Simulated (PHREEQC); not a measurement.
Consider water at 25 °C with 0.12 mol/kgw NH3, 4.4e-06 mol/kgw CO2 and 0.0052 mol/kgw (CH3)4NCl. Closed to the air; pH follows from the charge balance.

All values are PHREEQC results (ion-association model, phreeqc.dat), not measurements.

- pH = 11.16
- ionic strength = 0.00679 mol/kgw
- total alkalinity = 120 meq/kg

| species | molality | activity | log γ |
|---|---|---|---|
| NH3 | 0.118 | 0.119 | 0.001 |
| Cl- | 0.00520 | 0.00476 | -0.038 |
| (CH3)4N+ | 0.00520 | 0.00477 | -0.038 |
| NH4+ | 0.00159 | 0.00145 | -0.039 |
| OH- | 0.00158 | 0.00145 | -0.038 |
| CO3-2 | 3.95e-6 | 2.81e-6 | -0.147 |
| HCO3- | 4.56e-7 | 4.19e-7 | -0.037 |

Precipitation was switched off in this run. Complexes and solids missing from the database can't appear. (CH3)4N+ isn't in the database: it is added as a free cation with an ion size of 4 Å.
